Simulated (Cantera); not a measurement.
Input: 1 mol TEOS, 7.9 mol NO, 13 mol H₂, at 975 K and 0.00120 bar.

These are equilibrium values from Cantera (NASA tables, ideal gas, pure condensed phases), not measurements of a reactor. Candidate condensed phases: C, C₆H₆, C₇H₈, C₈H₁₈, H₂O, Si, SiC, SiO₂, Si₂N₂O, Si₃N₄; 151 gas species. The feed counts by its element totals alone. Kinetics and transport are ignored.

Base state: H₂ 0.623, CO 0.210, N₂ 0.113, H₂O 0.0353, CO₂ 0.0190 (mole fractions); condensed: SiO₂(β-quartz).

Question: What changes in the equilibrium state with this change: NO from 7.9 to 0.23 mol?

Answer: 
```json
[
 {"species": "H₂", "before": "0.623", "after": "0.907"},
 {"species": "CO", "before": "0.210", "after": "0.0879"},
 {"species": "N₂", "before": "0.113", "after": "0.00454"},
 {"species": "CO₂", "before": "0.0190", "after": "8.91e-6"},
 {"species": "H₂O", "before": "0.0353", "after": "5.75e-5"},
 {"species": "CH₄", "before": "1.56e-7", "after": "0.000124"},
 {"species": "SiO₂(β-quartz), mol", "before": "1.00", "after": "1.00"},
 {"species": "C(graphite), mol", "before": "0", "after": "5.77"}
]
```

Question: What changes in the equilibrium state with this change: temperature from 975 K to 1475 K?

Answer: 
```json
[
 {"species": "H₂", "before": "0.623", "after": "0.610"},
 {"species": "CO", "before": "0.210", "after": "0.222"},
 {"species": "N₂", "before": "0.113", "after": "0.113"},
 {"species": "CO₂", "before": "0.0190", "after": "0.00694"},
 {"species": "H₂O", "before": "0.0353", "after": "0.0474"},
 {"species": "H", "before": "2.61e-8", "after": "0.000293"},
 {"species": "SiO₂(β-quartz), mol", "before": "1.00", "after": "1.000"}
]
```
The tables hold silica as quartz up to 1696 K and as liquid above; real silica turns to tridymite and cristobalite and melts near 1996 K.
